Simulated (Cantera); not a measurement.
Input: 1 mol SiC, 0.0074 mol H2O, 1.7 mol N2, 0.32 mol CO2, at 1875 K and 0.105 Torr.

These are equilibrium values from Cantera (NASA tables, ideal gas, pure condensed phases), not measurements of a reactor. Candidate condensed phases: C, C6H6, C7H8, C8H18, H2O, Si, SiC, SiO2, Si2N2O, Si3N4; 151 gas species. The tables' values for SiN are old estimates; treat these amounts as uncertain. Kinetics and transport are ignored.

Base state: N2 0.711, CO 0.209, SiO 0.0612, Si 0.0142, H 0.00239, H2 0.00187, Si2C 0.000220, SiN 5.06e-5 (mole fractions); condensed: SiC(s).

### Question
What changes in the equilibrium state with this change: temperature from 1875 K to 1400 K?

### Answer
| species | before | after |
|---|---|---|
| N2 | 0.711 | 0.744 |
| CO | 0.209 | 0.251 |
| H2 | 0.00187 | 0.00344 |
| SiO | 0.0612 | 0.00205 |
| Si | 0.0142 | 7.20e-8 |
| Si2C | 0.000220 | <1e-9 |
| SiN | 5.06e-5 | 1.49e-9 |
| Si2 | 2.33e-5 | <1e-9 |
| SiC(s), mol | 0.818 | 0.783 |
| Si2N2O(s), mol | 0 | 0.106 |
N2 is the only nitrogen source here; it is nearly inert below about 1500 K, so the nitride shown seldom forms there in practice. Mutual solubility and eutectic melting of coexisting phases are not modelled.
